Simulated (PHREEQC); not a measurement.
0.65 g of hydrous ferric oxide (600 m²/g; 0.2 weak and 0.005 strong sites per Fe, Dzombak-Morel constants, diffuse double layer) in 1 kg of water with 0.01 mol/kgw of an inert sodium salt and 1.7 mmol/kgw Na2SeO4, at 25 °C; the pH is set by adding NaOH or the inert anion's acid. O2 is buffered at 0.21 atm. The system is closed to CO2. Nothing may precipitate in this run.

Base run: PHREEQC, ion-association model, wateq4f.dat. Each further column changes one thing. The table gives Se sorbed (%).

```json
[
 {"pH": "3", "base": "40.0", "background salt from 0.01 to 0.001 mol/kgw": "41.4", "oxide from 0.65 to 3.2 g/kgw": "100.0", "0.0015 mol/kgw H3BO3 added": "40.0"},
 {"pH": "3.75", "base": "39.8", "background salt from 0.01 to 0.001 mol/kgw": "41.3", "oxide from 0.65 to 3.2 g/kgw": "99.9", "0.0015 mol/kgw H3BO3 added": "39.8"},
 {"pH": "4.12", "base": "39.3", "background salt from 0.01 to 0.001 mol/kgw": "[?]", "oxide from 0.65 to 3.2 g/kgw": "99.9", "0.0015 mol/kgw H3BO3 added": "39.3"},
 {"pH": "4.88", "base": "36.1", "background salt from 0.01 to 0.001 mol/kgw": "37.6", "oxide from 0.65 to 3.2 g/kgw": "99.4", "0.0015 mol/kgw H3BO3 added": "36.1"},
 {"pH": "5.25", "base": "32.9", "background salt from 0.01 to 0.001 mol/kgw": "34.3", "oxide from 0.65 to 3.2 g/kgw": "98.0", "0.0015 mol/kgw H3BO3 added": "32.9"},
 {"pH": "6", "base": "23.3", "background salt from 0.01 to 0.001 mol/kgw": "24.5", "oxide from 0.65 to 3.2 g/kgw": "84.2", "0.0015 mol/kgw H3BO3 added": "23.2"},
 {"pH": "6.75", "base": "12.0", "background salt from 0.01 to 0.001 mol/kgw": "[?]", "oxide from 0.65 to 3.2 g/kgw": "49.8", "0.0015 mol/kgw H3BO3 added": "12.0"},
 {"pH": "7.12", "base": "7.1", "background salt from 0.01 to 0.001 mol/kgw": "[?]", "oxide from 0.65 to 3.2 g/kgw": "31.0", "0.0015 mol/kgw H3BO3 added": "7.1"},
 {"pH": "7.88", "base": "1.0", "background salt from 0.01 to 0.001 mol/kgw": "1.2", "oxide from 0.65 to 3.2 g/kgw": "[?]", "0.0015 mol/kgw H3BO3 added": "1.0"},
 {"pH": "8.25", "base": "0.2", "background salt from 0.01 to 0.001 mol/kgw": "0.3", "oxide from 0.65 to 3.2 g/kgw": "1.2", "0.0015 mol/kgw H3BO3 added": "0.2"},
 {"pH": "9", "base": "0.0", "background salt from 0.01 to 0.001 mol/kgw": "0.0", "oxide from 0.65 to 3.2 g/kgw": "0.1", "0.0015 mol/kgw H3BO3 added": "0.0"}
]
```

Problem. Fill in the missing entries.

Solution. 
- 4.12, background salt from 0.01 to 0.001 mol/kgw: 40.8
- 6.75, background salt from 0.01 to 0.001 mol/kgw: 13.0
- 7.12, background salt from 0.01 to 0.001 mol/kgw: 7.9
- 7.88, oxide from 0.65 to 3.2 g/kgw: 4.8

The oxide is taken as insoluble; below pH 4 it would dissolve.
